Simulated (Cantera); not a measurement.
What does this Cantera script print?

```python
import numpy as np
import cantera as ct

gas = ct.Solution("gri30.yaml")
gas.TPX = 475, 101325, {'CH4': 1, 'O2': 1.67, 'N2': 6.27}
flame = ct.FreeFlame(gas, width=0.04)
flame.set_refine_criteria(ratio=3, slope=0.08, curve=0.16)
flame.transport_model = "mixture-averaged"
flame.solve(loglevel=0, auto=True)
z, T = flame.grid, flame.T
thick = (T[-1] - T[0]) / np.gradient(T, z).max()
show = ['CH4', 'O2', 'N2O', 'C2H2', 'HCN', 'NO']
print(f"laminar burning velocity  {flame.velocity[0] * 100:.3f} cm/s")
print(f"burnt temperature         {T[-1]:.1f} K")
print(f"thermal thickness         {thick * 1e3:.4f} mm")
print(f"grid points               {len(z)}")
z0 = z[flame.heat_release_rate.argmax()]
print(f"{'z/mm':>9s}{'T/K':>9s}{'u/(m/s)':>9s}" + "".join(f"{s:>11s}" for s in show))
rows = []
for k in (-3, -2, -1.5, -1, -0.5, -0.25, 0, 0.25, 0.5, 1, 2, 4, 8):
    zz = z0 + k * thick
    rows.append([k * thick, np.interp(zz, z, T), np.interp(zz, z, flame.velocity),
                 *(np.interp(zz, z, flame.X[gas.species_index(s)]) for s in show)])
    print(f"{rows[-1][0] * 1e3:9.3f}{rows[-1][1]:9.1f}{rows[-1][2]:9.3f}" + "".join(f"{x:11.3e}" for x in rows[-1][3:]))
```

It prints:

```
laminar burning velocity  76.400 cm/s
burnt temperature         2252.5 K
thermal thickness         0.3747 mm
grid points               152
     z/mm      T/K  u/(m/s)        CH4         O2        N2O       C2H2        HCN         NO
   -1.124    475.2    0.765  1.117e-01  1.865e-01  2.340e-13  4.962e-09  1.104e-10  5.135e-10
   -0.749    477.5    0.771  1.111e-01  1.859e-01  4.303e-12  8.359e-08  1.957e-09  6.698e-09
   -0.562    488.6    0.792  1.099e-01  1.846e-01  3.797e-11  6.756e-07  1.661e-08  4.329e-08
   -0.375    571.7    0.936  1.036e-01  1.781e-01  5.411e-10  8.505e-06  2.212e-07  4.589e-07
   -0.187   1039.6    1.735  7.097e-02  1.386e-01  7.412e-09  1.048e-04  2.716e-06  5.313e-06
   -0.094   1465.9    2.476  3.826e-02  9.418e-02  1.841e-08  2.800e-04  6.640e-06  1.185e-05
    0.000   1839.9    3.137  9.573e-03  4.601e-02  3.261e-08  4.929e-04  1.311e-05  2.284e-05
    0.094   2002.5    3.417  8.863e-04  1.847e-02  4.098e-08  1.658e-04  1.426e-05  3.822e-05
    0.187   2044.2    3.477  4.570e-05  8.850e-03  4.326e-08  1.445e-05  8.198e-06  5.015e-05
    0.375   2075.9    3.515  1.146e-07  4.759e-03  4.012e-08  6.320e-08  1.918e-06  5.985e-05
    0.749   2112.5    3.565  3.674e-11  3.439e-03  3.626e-08  4.256e-11  1.762e-07  6.558e-05
    1.499   2156.3    3.630  1.046e-14  2.324e-03  3.261e-08  2.644e-16  3.427e-09  7.160e-05
    2.998   2198.0    3.691  1.095e-14  1.311e-03  2.804e-08  1.626e-18  8.832e-11  7.916e-05
```

Computed with Cantera and GRI-Mech 3.0 (53 species, 325 reactions). Burning velocities carry a grid error of a few per cent, more on coarse grids.
